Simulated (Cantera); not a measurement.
Feed: 1 mol SiC, 0.016 mol H2, held at 1827 °C and 0.440 bar.

Method: chemical equilibrium by Gibbs-energy minimisation in Cantera with the NASA 1993 tables (ideal gas, pure condensed phases). Candidate condensed phases: C, C6H6, C7H8, C8H18, Si, SiC; 87 gas species. Gases not in the tables: Si2H6 and higher silanes. Kinetics and transport are ignored.

Base state: H2 0.995, H 0.00469, Si 9.95e-5, C2H2 (acetylene) 8.11e-5, SiH2 5.96e-5, SiH 3.57e-5, CH4 3.41e-5 (mole fractions); condensed: SiC(s).

Task: What changes in the equilibrium state with this change: 0.00027 mol CO2 added?

Result: 
| species | before | after |
|---|---|---|
| H2 | 0.995 | 0.962 |
| CO | 0 | 0.0245 |
| SiO | 0 | 0.00808 |
| C2H2 (acetylene) | 8.11e-5 | 4.89e-5 |
| CH4 | 3.41e-5 | 2.52e-5 |
| Si | 9.95e-5 | 0.000126 |
| SiH | 3.57e-5 | 4.45e-5 |
| SiC(s), mol | 1.000 | 1.000 |
Further candidate phases: H2O, SiO2.
